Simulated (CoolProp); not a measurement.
Vapour-liquid equilibrium of carbon dioxide (1) + CHF3 (R23) (2) at 251.3 K; x and y are mole fractions of (1).

Model: multi-fluid Helmholtz-energy mixture model, Span 1996 and Penoncello 2003; pair parameters Bell 2016, in CoolProp.

```csv
x,bubble pressure (bar),y at the bubble point,dew pressure at overall composition x (bar),liquid density (mol/L)
0.05,13.53,0.069,___,17.04
0.125,___,0.167,13.84,17.41
0.2,14.62,0.258,14.27,17.79
0.275,15.13,0.344,___,18.20
0.35,___,0.423,15.17,18.62
0.425,16.10,0.498,15.64,19.07
0.5,16.54,0.569,16.12,19.55
0.575,16.95,___,16.58,20.05
0.65,17.33,0.701,17.04,20.59
0.725,17.68,0.765,17.46,21.17
0.8,17.98,___,17.85,21.78
0.875,18.25,0.891,18.19,22.44
0.95,18.47,0.955,___,23.14
```

Complete the blanks.


- 0.05, dew pressure at overall composition x (bar): 13.43
- 0.125, bubble pressure (bar): 14.08
- 0.275, dew pressure at overall composition x (bar): 14.72
- 0.35, bubble pressure (bar): 15.63
- 0.575, y at the bubble point: 0.636
- 0.8, y at the bubble point: 0.828
- 0.95, dew pressure at overall composition x (bar): 18.46

No azeotrope shows between x = 0.05 and 0.95.

Pair parameters are fitted to limited data, so mixtures are less certain than the pure fluids.
